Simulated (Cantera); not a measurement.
An isothermal, constant-pressure homogeneous reactor starts with C2H6 : N2 = 1 : 24 (molar parts), at 1775 K and 0.000612 atm. Integrator tolerance rtol = 1e-08.

Detailed kinetics in Cantera: GRI-Mech 3.0 (53 species, 325 reactions). GRI-Mech 3.0 stops at C3 and has no aromatics, soot or wall deposition, so with more carbon than oxygen in the feed, carbon stays in small species such as C2H2 where larger ones or solid carbon would form. Radical loss at walls, strong at low pressure, is not modelled.

**Question.** What does this change do: C2H6 1 to 1.5 parts?

**Answer.** 
| quantity | before | after |
|---|---|---|
| x(C2H6) at 10.0 s | 6.77e-9 (gas-phase equilibrium <1e-12) | 1.45e-8 (gas-phase equilibrium <1e-12) |
| x(H2) at 10.0 s | 0.0723 (gas-phase equilibrium 0.0724) | 0.103 (gas-phase equilibrium 0.103) |
| x(H) at 10.0 s | 0.000445 (gas-phase equilibrium 0.00315) | 0.000564 (gas-phase equilibrium 0.00376) |
| x(C2H) at 10.0 s | 1.76e-6 (gas-phase equilibrium 3.26e-6) | 2.23e-6 (gas-phase equilibrium 4.87e-6) |
| x(HCN) at 10.0 s | 5.86e-5 (gas-phase equilibrium 0.0549) | 4.62e-5 (gas-phase equilibrium 0.0710) |
| x(CH2) at 10.0 s | 7.73e-7 (gas-phase equilibrium 3.46e-9) | 9.39e-7 (gas-phase equilibrium 5.52e-9) |
| x(CH3) at 10.0 s | 0.000119 (gas-phase equilibrium 7.21e-8) | 0.000163 (gas-phase equilibrium 1.37e-7) |

**Question.** What does this change do: N2 24 to 5.7 parts?

**Answer.** 
```csv
quantity,before,after
x(C2H6) at 10.0 s,6.77e-9 (gas-phase equilibrium <1e-12),5.19e-8 (gas-phase equilibrium <1e-12)
x(H2) at 10.0 s,0.0723 (gas-phase equilibrium 0.0724),0.225 (gas-phase equilibrium 0.226)
x(H) at 10.0 s,0.000445 (gas-phase equilibrium 0.00315),0.00107 (gas-phase equilibrium 0.00557)
x(C2H) at 10.0 s,1.76e-6 (gas-phase equilibrium 3.26e-6),4.23e-6 (gas-phase equilibrium 1.12e-5)
x(HCN) at 10.0 s,5.86e-5 (gas-phase equilibrium 0.0549),2.46e-5 (gas-phase equilibrium 0.113)
x(CH2) at 10.0 s,7.73e-7 (gas-phase equilibrium 3.46e-9),1.39e-6 (gas-phase equilibrium 1.51e-8)
x(CH3) at 10.0 s,0.000119 (gas-phase equilibrium 7.21e-8),0.000283 (gas-phase equilibrium 5.57e-7)
```

**Question.** What does this change do: N2 24 to 76 parts?

**Answer.** 
```csv
quantity,before,after
x(C2H6) at 10.0 s,6.77e-9 (gas-phase equilibrium <1e-12),3.76e-10 (gas-phase equilibrium <1e-12)
x(H2) at 10.0 s,0.0723 (gas-phase equilibrium 0.0724),0.0249 (gas-phase equilibrium 0.0244)
x(H) at 10.0 s,0.000445 (gas-phase equilibrium 0.00315),0.000271 (gas-phase equilibrium 0.00183)
x(C2H) at 10.0 s,1.76e-6 (gas-phase equilibrium 3.26e-6),1.07e-6 (gas-phase equilibrium 8.46e-7)
x(HCN) at 10.0 s,5.86e-5 (gas-phase equilibrium 0.0549),0.000104 (gas-phase equilibrium 0.0224)
x(CH2) at 10.0 s,7.73e-7 (gas-phase equilibrium 3.46e-9),4.18e-7 (gas-phase equilibrium 7.80e-10)
x(CH3) at 10.0 s,0.000119 (gas-phase equilibrium 7.21e-8),3.62e-5 (gas-phase equilibrium 9.44e-9)
```
